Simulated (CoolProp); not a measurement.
Vapour-liquid equilibrium of benzene (1) + m-xylene (2) at 412.7 K; x and y are mole fractions of (1).

The numbers come from the multi-fluid Helmholtz-energy mixture model, Thol 2012 and Zhou 2012; pair parameters Bell 2016 in CoolProp.

```json
[
 {"x": "0.05", "bubble pressure (kPa)": "120.6", "y at the bubble point": "0.184", "dew pressure at overall composition x (kPa)": "107.0", "liquid density (mol/L)": "7.203"},
 {"x": "0.2", "bubble pressure (kPa)": "173.5", "y at the bubble point": "0.511", "dew pressure at overall composition x (kPa)": "122.4", "liquid density (mol/L)": "7.497"},
 {"x": "0.35", "bubble pressure (kPa)": "226.3", "y at the bubble point": "0.688", "dew pressure at overall composition x (kPa)": "142.8", "liquid density (mol/L)": "7.813"},
 {"x": "0.5", "bubble pressure (kPa)": "279.7", "y at the bubble point": "0.801", "dew pressure at overall composition x (kPa)": "171.0", "liquid density (mol/L)": "8.154"},
 {"x": "0.65", "bubble pressure (kPa)": "334.4", "y at the bubble point": "0.880", "dew pressure at overall composition x (kPa)": "212.6", "liquid density (mol/L)": "8.523"},
 {"x": "0.8", "bubble pressure (kPa)": "390.6", "y at the bubble point": "0.940", "dew pressure at overall composition x (kPa)": "279.4", "liquid density (mol/L)": "8.923"},
 {"x": "0.95", "bubble pressure (kPa)": "448.4", "y at the bubble point": "0.987", "dew pressure at overall composition x (kPa)": "401.7", "liquid density (mol/L)": "9.357"}
]
```

No azeotrope shows between x = 0.05 and 0.95.

The pair parameters rest on a limited set of measurements; away from them the model extrapolates.
